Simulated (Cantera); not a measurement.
Charge: 1 mol SiHCl3, 3.7 mol N2, 0.43 mol H2, 5.5 mol NH3, at 750 Torr.

Method: chemical equilibrium by Gibbs-energy minimisation in Cantera with the NASA 1993 tables (ideal gas, pure condensed phases). Candidate condensed phases: NH4Cl, Si, Si3N4; 28 gas species. Gases not in the tables: Si2H6 and higher silanes. The numbers say what is thermodynamically allowed, not how fast it happens.

Problem. What share of the Si ends up in condensed phases as a function of T (°C), at 777, 852, 927, 1002, 1077, 1152, 1227, 1302, 1377, 1452, 1527, 1602, 1677?

Solution. 
```csv
T (°C),Si condensed (%),as
777,96.5,Si3N4(s)
852,97.1,Si3N4(s)
927,97.5,Si3N4(s)
1002,97.8,Si3N4(s)
1077,97.9,Si3N4(s)
1152,97.7,Si3N4(s)
1227,96.9,Si3N4(s)
1302,95.2,Si3N4(s)
1377,91.7,Si3N4(s)
1452,85.6,Si3N4(s)
1527,76.4,Si3N4(s)
1602,64.5,Si3N4(s)
1677,50.9,Si3N4(s)
```
